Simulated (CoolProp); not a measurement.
Vapour-liquid equilibrium of R125 (1) + ethanol (2) at 315 K; x and y are mole fractions of (1).

The numbers come from the multi-fluid Helmholtz-energy mixture model, Lemmon 2005 and Schroeder 2014; pair parameters Bell 2016 in CoolProp.

| x | bubble pressure, mixture model (MPa) | bubble pressure, Raoult's law (MPa) | y, mixture model | y, Raoult's law |
|---|---|---|---|---|
| 0.05 | 0.2664 | 0.1236 | 0.924 | 0.849 |
| 0.15 | 0.6634 | 0.3316 | 0.968 | 0.950 |
| 0.25 | 0.9546 | 0.5395 | 0.977 | 0.973 |
| 0.35 | 1.164 | 0.7475 | 0.981 | 0.983 |
| 0.45 | 1.315 | 0.9554 | 0.983 | 0.989 |
| 0.55 | 1.429 | 1.163 | 0.985 | 0.992 |
| 0.65 | 1.525 | 1.371 | 0.986 | 0.995 |
| 0.75 | 1.627 | 1.579 | 0.988 | 0.997 |
| 0.85 | 1.759 | 1.787 | 0.990 | 0.998 |
| 0.95 | 1.955 | 1.995 | 0.995 | 1.000 |

The largest gap from Raoult's law is +115.5 % in bubble pressure, at x = 0.05. No azeotrope shows between x = 0.05 and 0.95.

Pair parameters are fitted to limited data, so mixtures are less certain than the pure fluids. The gap from Raoult's law changes sign with composition, which may be real or a fault of the pair parameters; it wasn't checked against measurements. With so large a gap from Raoult's law the liquid may split in two, which this calculation doesn't test in full.
